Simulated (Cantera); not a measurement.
Input: 1 mol Pb, 2.1 mol CO, 3.6 mol N₂, held at 677 °C and 310 Pa.

Equilibrium computed with Cantera from the NASA thermochemical tables; the gas is ideal and each condensed phase is pure. Candidate condensed phases: C, Pb, PbO, PbO₂, Pb₃O₄; 27 gas species. Equilibrium is a limit: real reactors are often held back by kinetics, nucleation or transport.

Base state: N₂ 0.631, CO 0.367, Pb 0.00162, CO₂ 0.000697 (mole fractions); condensed: C(graphite) + Pb(l).

Task: What changes in the equilibrium state with this change: pressure from 310 Pa to 1330 Pa?

Result: 
```csv
species,before,after
N₂,0.631,0.633
CO,0.367,0.363
CO₂,0.000697,0.00295
Pb,0.00162,0.000377
"C(graphite), mol",0.00398,0.0168
"Pb(l), mol",0.991,0.998
```

Task: What changes in the equilibrium state with this change: temperature from 677 °C to 1202 °C?

Result: 
| species | before | after |
|---|---|---|
| N₂ | 0.631 | 0.537 |
| CO | 0.367 | 0.313 |
| Pb | 0.00162 | 0.149 |
| CO₂ | 0.000697 | 2.53e-7 |
| C(graphite), mol | 0.00398 | 0 |
| Pb(l), mol | 0.991 | 0 |
